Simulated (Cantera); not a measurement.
Cantera run, input and output.

```python
import numpy as np
import cantera as ct

gas = ct.Solution("gri30.yaml")
gas.TPX = 325, 13000, {'CO': 1, 'H2': 0.4, 'CH4': 0.22, 'O2': 1.18, 'N2': 4.42}
flame = ct.FreeFlame(gas, width=0.17)
flame.set_refine_criteria(ratio=3, slope=0.08, curve=0.16)
flame.transport_model = "mixture-averaged"
flame.solve(loglevel=0, auto=True)
z, T = flame.grid, flame.T
thick = (T[-1] - T[0]) / np.gradient(T, z).max()
show = ['CO', 'H2', 'CH4', 'CO2', 'CH2CO', 'NO']
print(f"laminar burning velocity  {flame.velocity[0] * 100:.3f} cm/s")
print(f"burnt temperature         {T[-1]:.1f} K")
print(f"thermal thickness         {thick * 1e3:.4f} mm")
print(f"grid points               {len(z)}")
z0 = z[flame.heat_release_rate.argmax()]
print(f"{'z/mm':>9s}{'T/K':>9s}{'u/(m/s)':>9s}" + "".join(f"{s:>11s}" for s in show))
rows = []
for k in (-3, -2, -1.5, -1, -0.5, -0.25, 0, 0.25, 0.5, 1, 2, 4, 8):
    zz = z0 + k * thick
    rows.append([k * thick, np.interp(zz, z, T), np.interp(zz, z, flame.velocity),
                 *(np.interp(zz, z, flame.X[gas.species_index(s)]) for s in show)])
    print(f"{rows[-1][0] * 1e3:9.3f}{rows[-1][1]:9.1f}{rows[-1][2]:9.3f}" + "".join(f"{x:11.3e}" for x in rows[-1][3:]))
```

It prints:

```
laminar burning velocity  109.223 cm/s
burnt temperature         2254.1 K
thermal thickness         3.2698 mm
grid points               186
     z/mm      T/K  u/(m/s)         CO         H2        CH4        CO2      CH2CO         NO
   -9.810    325.0    1.092  1.385e-01  5.540e-02  3.047e-02  5.350e-12 -5.639e-16  4.553e-16
   -6.540    325.0    1.092  1.385e-01  5.537e-02  3.047e-02  4.501e-10 -2.539e-16  1.941e-15
   -4.905    325.0    1.092  1.385e-01  5.527e-02  3.048e-02  8.201e-09  6.413e-15  2.114e-14
   -3.270    325.5    1.093  1.386e-01  5.468e-02  3.049e-02  1.394e-06  1.921e-12  1.723e-12
   -1.635    428.8    1.434  1.367e-01  4.954e-02  3.009e-02  2.408e-03  1.344e-08  2.776e-09
   -0.817    742.5    2.480  1.323e-01  4.169e-02  2.458e-02  1.033e-02  1.127e-07  5.104e-08
    0.000   1189.7    3.982  1.289e-01  2.968e-02  6.450e-03  3.037e-02  8.227e-07  3.653e-07
    0.817   1381.8    4.605  1.088e-01  1.621e-02  2.187e-04  5.903e-02  3.006e-08  1.223e-06
    1.635   1452.2    4.802  8.854e-02  1.233e-02  3.674e-06  8.165e-02  1.602e-10  2.456e-06
    3.270   1538.5    5.031  6.692e-02  1.272e-02  1.876e-09  1.060e-01  3.124e-14  5.139e-06
    6.540   1633.6    5.294  5.744e-02  1.318e-02  2.263e-14  1.175e-01  5.542e-19  9.856e-06
   13.079   1739.7    5.597  5.628e-02  1.230e-02  2.968e-17  1.199e-01  7.277e-20  1.664e-05
   26.159   1856.4    5.923  5.391e-02  1.074e-02  9.652e-18  1.238e-01  3.882e-20  2.620e-05
```

Cantera simulation using GRI-Mech 3.0 (53 species, 325 reactions); the numbers are that mechanism's predictions, not measurements. Burning velocities carry a grid error of a few per cent, more on coarse grids.
